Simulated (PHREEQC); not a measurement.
Make-up at 25 °C: 0.15 mol/kgw HCl and 0.1 mol/kgw Na2SeO3. Closed to the air; pH follows from the charge balance.

All values are PHREEQC results (ion-association model, wateq4f.dat), not measurements.

| Item | Result |
|---|---|
| pH | 2.65 |
| ionic strength | 0.203 mol/kgw |
| activity of water | 0.992 |
| total alkalinity | -150 meq/kg |

```tsv
species	molality	activity	log γ
Na+	0.200	0.149	-0.129
Cl-	0.150	0.107	-0.148
HSeO3-	0.0528	0.0394	-0.127
H2SeO3	0.0472	0.0495	0.020
H+	0.00280	0.00223	-0.099
SeO3-2	1.80e-7	5.58e-8	-0.509
```

This is a speciation only: nothing precipitates in the calculation.
